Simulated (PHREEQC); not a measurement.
Solution (25 °C): 1.4 mol/kgw LiCl, 0.28 mol/kgw BaCl2 and 1.6 mol/kgw KBr. Closed to the air; pH follows from the charge balance.

The numbers come from PHREEQC with the Pitzer model, pitzer.dat.

### Question
The ionic strength comes out as 3.84 mol/kgw. What activity coefficients do Br-, Li+, Ba+2, K+, Cl- get?

### Answer
Br- 0.65, Li+ 2.0, Ba+2 0.43, K+ 0.82, Cl- 0.58. Single-ion values are on the MacInnes scale.

No solid was allowed to form. Species that the database lacks are ignored.
